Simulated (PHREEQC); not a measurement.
A solution holds 2.7 mmol/kgw Cu(NO3)2, 5.7 mmol/kgw H2SO4 and 0.2 mmol/kgw H3BO3, at 65 °C. Closed to the air; pH follows from the charge balance.

Equilibrium calculation in PHREEQC: ion-association model, phreeqc.dat.

```
Property                      Result
--------------------  --------------
pH                              2.13
ionic strength        0.0175 mol/kgw
specific conductance      7540 µS/cm
total alkalinity        -11.4 meq/kg
```

| species | molality | activity | log γ |
|---|---|---|---|
| H+ | 0.00843 | 0.00748 | -0.052 |
| NO3- | 0.00540 | 0.00466 | -0.064 |
| HSO4- | 0.00297 | 0.00258 | -0.062 |
| SO4-2 | 0.00228 | 0.00131 | -0.239 |
| Cu+2 | 0.00225 | 0.00132 | -0.230 |
| CuSO4 | 0.000451 | 0.000453 | 0.002 |
| H3BO3 | 0.000200 | 0.000201 | 0.002 |
| CuOH+ | 2.04e-9 | 1.77e-9 | -0.062 |

Precipitation was switched off in this run. At this temperature some constants are extrapolated from 25 °C, and those without enthalpy data are left unchanged.
